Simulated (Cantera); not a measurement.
A closed system holds: 1 mol SiC, 0.0016 mol H₂O, 69 mol H₂, held at 2.40 bar.

Cantera equilibrium calculation (NASA polynomials, part measured and part estimated; ideal gas, pure solids and liquids). Candidate condensed phases: C, C₆H₆, C₇H₈, C₈H₁₈, H₂O, Si, SiC, SiO₂; 123 gas species. Mutual solubility and eutectic melting of coexisting phases are not modelled. The tables hold silica as quartz up to 1696 K and as liquid above; real silica turns to tridymite and cristobalite and melts near 1996 K. Kinetics and transport are ignored.

**Question.** Which condensed phases are stable at each of these points (T (K)): 1025, 1125, 1225, 1325, 1425, 1525, 1625?

**Answer.** 
```
T (K)                 condensed phases  Si condensed (%)
-----  -------------------------------  ----------------
1025   Si(s) + SiC(s) + SiO₂(β-quartz)             100.0
1125   Si(s) + SiC(s) + SiO₂(β-quartz)             100.0
1225   Si(s) + SiC(s) + SiO₂(β-quartz)             100.0
1325   Si(s) + SiC(s) + SiO₂(β-quartz)              99.9
1425                    Si(s) + SiC(s)              99.8
1525                    Si(s) + SiC(s)              99.8
1625                    Si(s) + SiC(s)              99.8
```

From 1025 K to 1325 K the condensed part is Si(s) + SiC(s) + SiO₂(β-quartz). From 1425 K to 1625 K the condensed part is Si(s) + SiC(s).
